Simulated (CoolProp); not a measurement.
R113 along the isobar 3.02 MPa: density (kg/m³) from the reference equation and from simpler models built on Tc = 487.2 K, pc = 3.392 MPa, ω = 0.253; each cubic takes its own stable root.

Computed with CoolProp (reference Helmholtz-energy equation of state, Marx 1992).

```
T (K)   phase  reference  Redlich-Kwong  Soave-Redlich-Kwong  Peng-Robinson
-----  ------  ---------  -------------  -------------------  -------------
426.5  liquid       1215           1041                 1088           1230
432.1  liquid       1193           1016                 1062           1200
437.8  liquid       1169          989.0                 1034           1168
443.5  liquid       1144          960.0                 1003           1133
449.1  liquid       1117          929.1                970.9           1095
454.8  liquid       1087          894.6                934.6           1053
460.4  liquid       1054          856.4                894.5           1006
466.1  liquid       1014          811.0                847.3          951.4
471.7  liquid      964.9          755.2                790.2          885.0
477.4  liquid      892.7          298.6                706.9          789.1
483       gas      271.9          262.6                265.6          280.6
488.7     gas      245.0          242.2                241.5          253.8
494.3     gas      227.9          227.8                225.6          236.3
500       gas      215.0          216.3                213.2          222.8
```
